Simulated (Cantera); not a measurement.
A perfectly stirred reactor is fed with CH4 : O2 : N2 = 1 : 4.26 : 16 (molar parts), equivalence ratio 0.47, at 7500 Torr; it is adiabatic with a 550 K inlet, and is followed from long to short residence time, starting on the burning branch (τ in s: 0.19, 0.064, 0.021, 0.0071, 0.0024, 0.00079, 0.00026, 8.8e-05, 2.9e-05).

Model: GRI-Mech 3.0 (53 species, 325 reactions), integrated in Cantera.

Task: What does this change do: pressure from 7500 Torr to 1350 Torr?

Result: 
```csv
quantity,before,after
"blow-out, bracketed by the residence times tried","burning at 2.40 ms, out at 0.790 ms","burning at 0.790 ms, out at 0.260 ms"
x(CH4) at τ = 0.190 s,6.14e-6,9.77e-6
x(O2) at τ = 0.190 s,0.106,0.106
x(HCN) at τ = 0.190 s,9.12e-10,1.26e-9
x(CH2) at τ = 0.190 s,1.31e-9,8.07e-9
x(CH2O) at τ = 0.190 s,5.64e-7,8.25e-7
x(CH4) at τ = 2.40 ms,0.000231,0.000179
x(O2) at τ = 2.40 ms,0.108,0.108
x(HCN) at τ = 2.40 ms,5.11e-9,5.63e-9
x(CH2) at τ = 2.40 ms,7.74e-8,3.46e-7
x(CH2O) at τ = 2.40 ms,2.42e-5,1.85e-5
```
